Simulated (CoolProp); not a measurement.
Saturation properties of ammonia (Tc = 132.4 °C, pc = 11.36 MPa, ω = 0.256).

Values from CoolProp's reference Helmholtz-energy equation of state, Gao 2020.

```tsv
T (°C)	p (MPa)	vapour viscosity (µPa s)	liquid conductivity (mW/(m K))
-40.95	0.06806	7.83	690
-28.45	0.1287	8.20	649
-16.05	0.2258	8.57	609
-3.55	0.3751	8.95	570
8.95	0.5928	9.33	533
21.45	0.8975	9.72	496
33.95	1.310	10.1	461
46.45	1.852	10.5	426
58.95	2.548	11.0	392
71.45	3.424	11.5	359
83.95	4.508	12.2	327
96.35	5.819	13.0	295
108.85	7.415	14.3	261
121.35	9.333	16.5	227
```

It boils at -33.3 °C under 1 atm.

Viscosity comes from a separate model (Fenghour 1995). Thermal conductivity comes from a separate model (Tufeu 1984).
